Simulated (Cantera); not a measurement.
Input (Python, Cantera):

```python
import numpy as np
import cantera as ct

gas = ct.Solution("h2o2.yaml")
gas.TPX = 1400, 280, {'H2': 0.25, 'O2': 1}
inlet = ct.Reservoir(gas, clone=True)

reactor = ct.IdealGasConstPressureReactor(gas, energy="off", clone=False)
exhaust = ct.Reservoir(gas, clone=True)
tau = [10, 1.9, 0.35, 0.065, 0.012, 0.0022, 0.0004][0]
for a, b in ((inlet, reactor), (reactor, exhaust)):
    ct.MassFlowController(a, b, mdot=lambda t: reactor.mass / tau)
net = ct.ReactorNet([reactor])
show = ['H2', 'O2', 'OH', 'O', 'HO2', 'H2O2', 'H']

rows = []
print(f"{'tau/s':>10s}{'T/K':>9s}" + "".join(f"{s:>11s}" for s in show))
for tau in [10, 1.9, 0.35, 0.065, 0.012, 0.0022, 0.0004]:
    net.initial_time = 0.0
    net.advance(30 * tau)
    before = gas.X
    net.advance(40 * tau)
    drift = np.max(np.abs(gas.X - before) / (gas.X + 1e-9))
    rows.append([gas.T, *gas[show].X, drift])
    print(f"{tau:10.3e}{gas.T:9.1f}" + "".join(f"{x:11.3e}" for x in gas[show].X))
```

It prints:

```
     tau/s      T/K         H2         O2         OH          O        HO2       H2O2          H
 1.000e+01   1400.0  1.241e-03  7.664e-01  6.521e-03  9.047e-03  7.707e-07  3.100e-08  1.852e-03
 1.900e+00   1400.0  3.357e-03  7.482e-01  1.061e-02  2.516e-02  1.097e-06  4.370e-08  8.585e-03
 3.500e-01   1400.0  7.133e-03  7.117e-01  1.505e-02  5.682e-02  1.203e-06  4.841e-08  2.893e-02
 6.500e-02   1400.0  1.018e-02  6.820e-01  1.725e-02  8.170e-02  1.152e-06  4.612e-08  4.993e-02
 1.200e-02   1400.0  1.424e-02  6.762e-01  1.850e-02  8.526e-02  1.124e-06  4.766e-08  5.750e-02
 2.200e-03   1400.0  3.129e-02  6.901e-01  2.093e-02  7.036e-02  1.084e-06  5.619e-08  5.801e-02
 4.000e-04   1400.0  1.051e-01  7.414e-01  1.754e-02  3.166e-02  8.257e-07  4.436e-08  3.626e-02
```

Cantera simulation using the H2/O2 subset of GRI-Mech 3.0, which has no nitrogen chemistry; the numbers are that mechanism's predictions, not measurements. Radical loss at walls, strong at low pressure, is not modelled. The temperature is held fixed by assumption; the heat of reaction is taken as removed at once.
